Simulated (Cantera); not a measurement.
**Ignition delay**

Mixture: 13.6 % CH₄, 16.1 % O₂, 60.2 % N₂, 10.1 % CO₂, equivalence ratio 1.7, at 101000 Pa, adiabatic and at constant volume. Ignition delay is the time to a rise of 400 K.

Computed with Cantera and GRI-Mech 3.0 (53 species, 325 reactions).

```csv
T0 (K),delay (ms)
1125,208
1225,48.1
1325,12.7
1425,3.74
1525,1.24
1625,0.475
1725,0.210
```

The apparent activation energy between 1525 and 1725 K comes out as 190 kJ/mol.
